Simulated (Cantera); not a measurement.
Equilibrium for abatement and gas-phase synthesis: PH₃ + H₂

Input: 1 mol PH₃, 0.05 mol H₂, at 35000 Pa.

These are equilibrium values from Cantera (NASA tables, ideal gas, pure condensed phases), not measurements of a reactor. Candidate condensed phases: P; 7 gas species. Rates play no part.

| T (K) | log p H₂ | log p P₂ | log p P₄ | log p H | log p P |
|---|---|---|---|---|---|
| 1550 | -0.57 | -1.11 | -2.39 | -4.79 | -5.82 |
| 1600 | -0.57 | -1.09 | -2.59 | -4.55 | -5.55 |
| 1650 | -0.58 | -1.08 | -2.79 | -4.33 | -5.30 |
| 1700 | -0.58 | -1.08 | -2.99 | -4.12 | -5.07 |
| 1750 | -0.58 | -1.07 | -3.17 | -3.92 | -4.85 |
| 1800 | -0.58 | -1.07 | -3.35 | -3.73 | -4.64 |
| 1850 | -0.58 | -1.07 | -3.52 | -3.56 | -4.45 |
| 1900 | -0.58 | -1.07 | -3.68 | -3.39 | -4.26 |
| 1950 | -0.58 | -1.07 | -3.83 | -3.23 | -4.09 |
| 2000 | -0.58 | -1.07 | -3.97 | -3.08 | -3.92 |
| 2050 | -0.58 | -1.07 | -4.11 | -2.93 | -3.76 |
| 2100 | -0.58 | -1.07 | -4.24 | -2.80 | -3.61 |
log p: log10 of the partial pressure in bar; nothing condenses.

From 1550 K to 2100 K nothing is condensed. The main P-bearing gas is P₂ throughout.
